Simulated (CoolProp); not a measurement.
Aqueous lithium chloride as a coolant, at 34 °C, 1 atm.

Model: Melinder's fits for secondary coolants, in CoolProp.

| mass % | freezing point (°C) | conductivity (W/(m K)) | density (kg/m³) | cp (kJ/(kg K)) | Prandtl number |
|---|---|---|---|---|---|
| 3.3 | -3.0 | 0.612 | 1013 | 4.005 | 5.42 |
| 5 | -5.1 | 0.608 | 1023 | 3.921 | 5.67 |
| 6.7 | -7.3 | 0.603 | 1033 | 3.841 | 5.93 |
| 8.3 | -9.5 | 0.599 | 1042 | 3.770 | 6.19 |
| 10 | -12.2 | 0.595 | 1052 | 3.697 | 6.50 |
| 11.7 | -15.4 | 0.590 | 1062 | 3.629 | 6.86 |
| 13.3 | -19.1 | 0.586 | 1071 | 3.567 | 7.23 |
| 15 | -23.9 | 0.582 | 1081 | 3.504 | 7.67 |
| 16.7 | -29.7 | 0.579 | 1091 | 3.445 | 8.17 |
| 18.3 | -36.2 | 0.575 | 1101 | 3.392 | 8.70 |
| 20 | -43.9 | 0.571 | 1111 | 3.341 | 9.32 |
| 21.7 | -52.1 | 0.567 | 1121 | 3.295 | 10.0 |
